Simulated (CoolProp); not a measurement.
The fluid at 495 K and 0.162 MPa is throttled through a valve to 0.0668 MPa with no heat exchange. The same conditions are run with several fluids, on thermodynamics alone (safety and materials aside).

Values from CoolProp's reference Helmholtz-energy equation of state of each fluid (R507A: Lemmon 2003; trans-2-butene: Lemmon 2005; R125: Lemmon 2005; ethanol: Schroeder 2014; octamethyltrisiloxane (MDM): Thol 2017). Blends and air are pseudo-pure fits.

**Question.** Rank R507A, trans-2-butene, R125, ethanol, octamethyltrisiloxane (MDM) by temperature change (K), highest first.

**Answer.** R125 (-0.3), R507A (-0.4), trans-2-butene (-0.6), ethanol (-1.2), octamethyltrisiloxane (MDM) (-1.4)

| fluid | final density (kg/m³) |
|---|---|
| R507A | 1.61 |
| trans-2-butene | 0.915 |
| R125 | 1.95 |
| ethanol | 0.752 |
| octamethyltrisiloxane (MDM) | 3.96 |
